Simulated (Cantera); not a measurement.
Feed: 1 mol SiCl₄, 0.12 mol HCl, a varied amount of H₂, held at 1400 K and 160 Pa.

These are equilibrium values from Cantera (NASA tables, ideal gas, pure condensed phases), not measurements of a reactor. Candidate condensed phases: Si; 19 gas species. The tables' values for SiCl₃ are old estimates; treat these amounts as uncertain. The numbers say what is thermodynamically allowed, not how fast it happens.

log p: log10 of the partial pressure in bar; n: condensed amount in mol.

| n(H₂) (mol) | log p H₂ | log p HCl | log p SiCl₂ | log p SiCl₃ | log p H | log p SiCl₄ | n Si(s) |
|---|---|---|---|---|---|---|---|
| 30 | -2.84 | -3.88 | -4.45 | -6.21 | -6.74 | -7.34 | 0.269 |
| 42 | -2.83 | -3.98 | -4.66 | -6.53 | -6.73 | -7.77 | 0.387 |
| 58 | -2.82 | … | … | -6.85 | -6.72 | … | … |
| 80 | -2.82 | … | … | -7.19 | -6.72 | … | … |
| 110 | -2.81 | -4.31 | -5.33 | -7.54 | -6.72 | -9.11 | 0.671 |
| 150 | -2.81 | -4.42 | -5.57 | -7.89 | -6.72 | -9.58 | 0.740 |
| 210 | -2.80 | -4.55 | -5.83 | -8.28 | -6.72 | -10.11 | 0.802 |
| 290 | -2.80 | -4.68 | -6.09 | -8.67 | -6.71 | -10.62 | 0.850 |
| 400 | -2.80 | -4.81 | -6.35 | -9.06 | -6.71 | -11.15 | 0.887 |
| 540 | -2.80 | -4.93 | -6.60 | -9.44 | -6.71 | -11.64 | 0.914 |
| 750 | -2.80 | -5.07 | -6.87 | -9.85 | -6.71 | -12.20 | 0.936 |

Problem. Fill in the missing entries.

Solution. 
- 58, log p HCl: -4.08
- 58, log p SiCl₂: -4.87
- 58, log p SiCl₄: -8.20
- 58, n Si(s): 0.492
- 80, log p HCl: -4.19
- 80, log p SiCl₂: -5.10
- 80, log p SiCl₄: -8.65
- 80, n Si(s): 0.588
